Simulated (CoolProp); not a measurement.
Vapour-liquid equilibrium of CF4 (R14) (1) + R13 (2) at -94.95 °C; x and y are mole fractions of (1).

Values from CoolProp's multi-fluid Helmholtz-energy mixture model, Platzer 1990 and Platzer 1990; pair parameters Bell 2016. This equation is an older, rougher fit; its heat capacities, sound speeds and derivatives of the liquid may be far off and weren't checked against measurements.

| x | bubble pressure (kPa) | y at the bubble point | dew pressure at overall composition x (kPa) | liquid density (mol/L) |
|---|---|---|---|---|
| 0.05 | 87.62 | 0.490 | 48.51 | 15.11 |
| 0.125 | 145.0 | 0.708 | 52.52 | 15.21 |
| 0.2 | [?] | 0.797 | 57.25 | 15.31 |
| 0.275 | 245.5 | 0.847 | 62.91 | 15.41 |
| 0.35 | 290.2 | 0.879 | 69.79 | 15.50 |
| 0.425 | 332.2 | 0.902 | 78.35 | 15.59 |
| 0.5 | 372.5 | 0.920 | 89.28 | 15.67 |
| 0.575 | 411.5 | 0.935 | 103.7 | 15.75 |
| 0.65 | 450.3 | 0.948 | 123.6 | 15.82 |
| 0.725 | 489.3 | 0.960 | 152.9 | [?] |
| 0.8 | 529.6 | 0.971 | 199.5 | 15.93 |
| 0.875 | [?] | 0.982 | 283.6 | 15.97 |
| 0.95 | 616.8 | 0.993 | 456.3 | 16.00 |

Q: Complete the blanks.

A: 
- 0.2, bubble pressure (kPa): 197.3
- 0.725, liquid density (mol/L): 15.88
- 0.875, bubble pressure (kPa): 571.7

No azeotrope shows between x = 0.05 and 0.95.

The pair parameters rest on a limited set of measurements; away from them the model extrapolates.
